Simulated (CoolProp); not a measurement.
R236EA along the isobar 4.2 MPa: Z from the reference equation and from simpler models built on Tc = 412.4 K, pc = 3.414 MPa, ω = 0.368; each cubic takes its own stable root.

The numbers come from the reference Helmholtz-energy equation of state, Rui 2013 in CoolProp.

| T (K) | phase | reference |
|---|---|---|
| 348.3 | liquid | 0.1731 |
| 354.7 | liquid | 0.1734 |
| 361.1 | liquid | 0.1740 |
| 367.4 | liquid | 0.1749 |
| 373.8 | liquid | 0.1763 |
| 380.2 | liquid | 0.1782 |
| 386.5 | liquid | 0.1808 |
| 392.9 | liquid | 0.1844 |
| 399.3 | liquid | 0.1895 |
| 405.6 | liquid | 0.1969 |
| 412 | liquid | 0.2090 |

Q: How far does each simpler model (van der Waals, Redlich-Kwong, Soave-Redlich-Kwong, Peng-Robinson) lie from the reference over these 11 states: mean and median of the absolute difference, and the worst?

A: 
- van der Waals: mean 57.0 %, median 58.3 %, worst +60.8 % at 348.3 K and 4.2 MPa
- Redlich-Kwong: mean 20.7 %, median 20.6 %, worst +23.9 % at 412 K and 4.2 MPa
- Soave-Redlich-Kwong: mean 15.8 %, median 14.8 %, worst +23.7 % at 412 K and 4.2 MPa
- Peng-Robinson: mean 3.7 %, median 1.9 %, worst +11.7 % at 412 K and 4.2 MPa
